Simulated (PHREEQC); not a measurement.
A solution holds 7.2 mmol/kgw NaBF4, at 25 °C. Closed to the air; pH follows from the charge balance.

Model: ion-association model, phreeqc.dat, run in PHREEQC.

Precipitation was switched off in this run.

Task: Order these F species by the share of F that they hold, largest first: BF2(OH)2-, BF3OH-, F-, BF4-, HF.

Result: BF4- (73 %), HF (11 %), F- (7.9 %), BF3OH- (6.1 %), BF2(OH)2- (1.7 %)

Task: Order these B species by the share of B that they hold, largest first: H3BO3, BF3OH-, BF4-, BF2(OH)2-.

Result: BF4- (73 %), H3BO3 (16 %), BF3OH- (8.1 %), BF2(OH)2- (3.4 %)

The pH is 2.97 and the ionic strength 0.00836 mol/kgw. Species that the database lacks are ignored. Real BF4- forms and hydrolyses slowly; the run takes it at equilibrium.
